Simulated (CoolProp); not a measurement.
Vapour-liquid equilibrium of ammonia (1) + benzene (2) at 67.35 °C; x and y are mole fractions of (1).

Model: multi-fluid Helmholtz-energy mixture model, Gao 2020 and Thol 2012; pair parameters Bell 2016, in CoolProp.

```
x      bubble pressure (MPa)  y at the bubble point  dew pressure at overall composition x (MPa)  liquid density (mol/L)
-----  ---------------------  ---------------------  -------------------------------------------  ----------------------
0.05                  0.3544                  0.806                                      0.07092                   10.99
0.125                 0.7639                  0.908                                      0.07712                   11.64
0.2                    1.124                  0.937                                      0.08449                   12.34
0.275                  1.423                  0.950                                      0.09338                   13.12
0.35                   1.660                  0.957                                       0.1043                   13.99
0.425                  1.844                  0.962                                          ___                   14.96
0.5                    1.990                  0.965                                       0.1360                   16.06
0.575                  2.117                  0.968                                       0.1602                   17.32
0.65                   2.239                  0.971                                       0.1949                   18.79
0.725                  2.371                  0.975                                       0.2487                   20.52
0.8                    2.525                  0.979                                       0.3437                   22.61
0.875                    ___                  0.985                                       0.5560                     ___
0.95                   2.940                  0.993                                        1.437                   28.47
```

Task: Complete the blanks.

Result: 
- 0.425, dew pressure at overall composition x (MPa): 0.1181
- 0.875, bubble pressure (MPa): 2.713
- 0.875, liquid density (mol/L): 25.19

No azeotrope shows between x = 0.05 and 0.95.

The pair parameters rest on a limited set of measurements; away from them the model extrapolates. The gap from Raoult's law changes sign with composition, which may be real or a fault of the pair parameters; it wasn't checked against measurements. With so large a gap from Raoult's law the liquid may split in two, which this calculation doesn't test in full.
